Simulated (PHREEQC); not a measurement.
1 kg of water holding 0.045 mol Na2SO4, 0.069 mol Na2CO3 and 0.34 mol NaCl is evaporated at 25 °C; the solids stay in contact with the brine. The system is closed to CO2. The run lets Burkeite, Halite, Mirabilite, Nahcolite, Natron, Thenardite, Trona precipitate or redissolve, and no other solid.

All values are PHREEQC results (Pitzer model, pitzer.dat), not measurements.

```json
[
 {"water left (kg)": "1", "ionic strength": "0.680", "water activity": "0.984", "Halite (mol)": "0", "Natron (mol)": "0", "Burkeite (mol)": "0", "C in solution (mol/kgw)": "0.0690"},
 {"water left (kg)": "0.8219", "ionic strength": "0.827", "water activity": "0.981", "Halite (mol)": "0", "Natron (mol)": "0", "Burkeite (mol)": "0", "C in solution (mol/kgw)": "0.0840"},
 {"water left (kg)": "0.5552", "ionic strength": "1.23", "water activity": "0.972", "Halite (mol)": "0", "Natron (mol)": "0", "Burkeite (mol)": "0", "C in solution (mol/kgw)": "(withheld)"},
 {"water left (kg)": "0.4563", "ionic strength": "1.49", "water activity": "0.966", "Halite (mol)": "0", "Natron (mol)": "0", "Burkeite (mol)": "0", "C in solution (mol/kgw)": "0.151"},
 {"water left (kg)": "0.3083", "ionic strength": "2.21", "water activity": "(withheld)", "Halite (mol)": "0", "Natron (mol)": "0", "Burkeite (mol)": "0", "C in solution (mol/kgw)": "0.224"},
 {"water left (kg)": "0.2534", "ionic strength": "2.69", "water activity": "0.938", "Halite (mol)": "0", "Natron (mol)": "0", "Burkeite (mol)": "0", "C in solution (mol/kgw)": "0.272"},
 {"water left (kg)": "0.1712", "ionic strength": "3.98", "water activity": "0.906", "Halite (mol)": "0", "Natron (mol)": "0", "Burkeite (mol)": "0", "C in solution (mol/kgw)": "0.403"},
 {"water left (kg)": "0.1407", "ionic strength": "4.84", "water activity": "(withheld)", "Halite (mol)": "0", "Natron (mol)": "0", "Burkeite (mol)": "0", "C in solution (mol/kgw)": "0.490"},
 {"water left (kg)": "0.09505", "ionic strength": "7.17", "water activity": "0.810", "Halite (mol)": "0", "Natron (mol)": "0", "Burkeite (mol)": "0", "C in solution (mol/kgw)": "0.726"},
 {"water left (kg)": "0.07812", "ionic strength": "8.73", "water activity": "0.756", "Halite (mol)": "0", "Natron (mol)": "0", "Burkeite (mol)": "0", "C in solution (mol/kgw)": "0.883"},
 {"water left (kg)": "0.06421", "ionic strength": "9.13", "water activity": "0.732", "Halite (mol)": "0.0295", "Natron (mol)": "0", "Burkeite (mol)": "0.00737", "C in solution (mol/kgw)": "(withheld)"},
 {"water left (kg)": "0.04339", "ionic strength": "9.58", "water activity": "0.728", "Halite (mol)": "0.139", "Natron (mol)": "0", "Burkeite (mol)": "0.0141", "C in solution (mol/kgw)": "1.27"},
 {"water left (kg)": "0.03568", "ionic strength": "(withheld)", "water activity": "0.725", "Halite (mol)": "0.181", "Natron (mol)": "0", "Burkeite (mol)": "0.0164", "C in solution (mol/kgw)": "1.48"},
 {"water left (kg)": "0.02411", "ionic strength": "11.0", "water activity": "0.716", "Halite (mol)": "0.243", "Natron (mol)": "0", "Burkeite (mol)": "0.0194", "C in solution (mol/kgw)": "(withheld)"},
 {"water left (kg)": "0.01982", "ionic strength": "11.7", "water activity": "0.709", "Halite (mol)": "0.267", "Natron (mol)": "0", "Burkeite (mol)": "0.0203", "C in solution (mol/kgw)": "2.46"},
 {"water left (kg)": "0.01071", "ionic strength": "12.8", "water activity": "0.698", "Halite (mol)": "0.305", "Natron (mol)": "0.0150", "Burkeite (mol)": "0.0216", "C in solution (mol/kgw)": "3.03"},
 {"water left (kg)": "0.005651", "ionic strength": "12.8", "water activity": "0.698", "Halite (mol)": "0.322", "Natron (mol)": "0.0299", "Burkeite (mol)": "0.0220", "C in solution (mol/kgw)": "3.03"}
]
```

Problem. Fill in the missing entries.

Solution. 
- 0.5552, C in solution (mol/kgw): 0.124
- 0.3083, water activity: 0.949
- 0.1407, water activity: 0.882
- 0.06421, C in solution (mol/kgw): 0.960
- 0.03568, ionic strength: 9.92
- 0.02411, C in solution (mol/kgw): 2.06

Complexes and solids missing from the database can't appear.
